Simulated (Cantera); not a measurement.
Premixed flame

A freely propagating, adiabatic, planar premixed flame of 7.64 % C2H4, 17.6 % O2, 66.3 % N2, 8.40 % H2O, equivalence ratio 1.3, unburnt at 500 K and 0.132 atm; multicomponent+Soret transport, grid criteria slope 0.08 and curve 0.16, no radiation.

Computed with Cantera and GRI-Mech 3.0 (53 species, 325 reactions). GRI-Mech 3.0 was tuned for natural gas; its chemistry of ethylene as a main component is partial and can be far from experiment. Burning velocities carry a grid error of a few per cent, more on coarse grids.

```tsv
z (mm)	T (K)	u (m/s)	x C2H4	x O2	x H2O	x OH	x CH2CO	x HCN
-5.42	500	1.99	0.0764	0.176	0.0840	<1e-8	<1e-8	<1e-8
-3.61	500	1.99	0.0763	0.176	0.0840	<1e-8	<1e-8	<1e-8
-2.71	501	2.00	0.0762	0.176	0.0839	3.87e-8	1.01e-7	<1e-8
-1.81	513	2.05	0.0758	0.175	0.0841	2.27e-6	4.20e-6	<1e-8
-0.903	782	3.19	0.0655	0.154	0.0980	0.000230	0.000473	2.44e-7
-0.452	1194	4.99	0.0416	0.114	0.124	0.000865	0.00241	1.27e-6
0	1586	6.80	0.0140	0.0690	0.150	0.00216	0.00264	4.27e-6
0.452	1833	7.95	0.00196	0.0375	0.167	0.00459	0.000821	8.47e-6
0.903	1932	8.40	0.000121	0.0210	0.174	0.00704	0.000117	8.72e-6
1.81	1969	8.53	1.70e-7	0.0106	0.174	0.00891	8.71e-7	3.68e-6
3.61	1987	8.56	<1e-8	0.00753	0.169	0.00911	<1e-8	5.08e-7
7.23	2002	8.61	<1e-8	0.00675	0.168	0.00901	<1e-8	1.84e-8
14.5	2024	8.69	<1e-8	0.00622	0.169	0.00883	<1e-8	<1e-8
```
x: mole fraction of selected species; z is measured from the peak of heat release.

```yaml
laminar_burning_velocity: 199 cm/s
thermal_thickness: 1.81 mm
peak x(OH): 0.00913
peak x(CH2CO): 0.00307
peak x(HCN): 9.24e-6
grid_points: 170
```
